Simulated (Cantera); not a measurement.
Moist CO burnout

A perfectly stirred reactor is fed with CO : O2 : H2O : N2 = 0.0019 : 0.023 : 0.00081 : 1 (molar parts), equivalence ratio 0.041, at 14000 Pa; it is held at 1375 K, and followed from long to short residence time.

Computed with Cantera and GRI-Mech 3.0 (53 species, 325 reactions).

```json
[
 {"τ (s)": "5.8", "x CO": "3.39e-5", "x O2": "0.0215", "x H2O": "0.000776", "x O": "4.45e-5", "x H": "1.43e-6", "x NO": "1.07e-6"},
 {"τ (s)": "1.5", "x CO": "8.36e-5", "x O2": "0.0215", "x H2O": "0.000767", "x O": "0.000103", "x H": "5.02e-6", "x NO": "6.82e-7"},
 {"τ (s)": "0.38", "x CO": "0.000206", "x O2": "0.0215", "x H2O": "0.000750", "x O": "0.000228", "x H": "1.62e-5", "x NO": "3.81e-7"},
 {"τ (s)": "0.097", "x CO": "0.000492", "x O2": "0.0215", "x H2O": "0.000727", "x O": "0.000414", "x H": "3.87e-5", "x NO": "1.80e-7"},
 {"τ (s)": "0.025", "x CO": "0.00107", "x O2": "0.0218", "x H2O": "0.000726", "x O": "0.000438", "x H": "4.11e-5", "x NO": "3.76e-8"},
 {"τ (s)": "0.0063", "x CO": "0.00175", "x O2": "0.0223", "x H2O": "0.000776", "x O": "7.91e-5", "x H": "3.50e-6", "x NO": "2.54e-10"},
 {"τ (s)": "0.0016", "x CO": "0.00185", "x O2": "0.0224", "x H2O": "0.000790", "x O": "5.74e-9", "x H": "5.93e-11", "x NO": "<1e-12"},
 {"τ (s)": "0.00042", "x CO": "0.00185", "x O2": "0.0224", "x H2O": "0.000790", "x O": "1.34e-9", "x H": "4.12e-12", "x NO": "<1e-12"},
 {"τ (s)": "0.00011", "x CO": "0.00185", "x O2": "0.0224", "x H2O": "0.000790", "x O": "3.52e-10", "x H": "<1e-12", "x NO": "<1e-12"}
]
```
x: mole fraction; the columns are a selection and need not sum to one.
